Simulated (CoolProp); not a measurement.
The numbers come from the reference Helmholtz-energy equation of state, Younglove 1994 in CoolProp. It is a modified Benedict-Webb-Rubin equation, recast in Helmholtz form.

Question: For R123, give the phase and the expansivity (1/kK), fugacity coefficient at 405.5 K and 3070 kPa; 416 K and 3070 kPa; 468.5 K and 3070 kPa.

Answer: 
- 405.5 K and 3070 kPa: liquid; expansivity 3.68, fugacity coefficient 0.414
- 416 K and 3070 kPa: liquid; expansivity 4.42, fugacity coefficient 0.482
- 468.5 K and 3070 kPa: gas; expansivity 8.74, fugacity coefficient 0.744
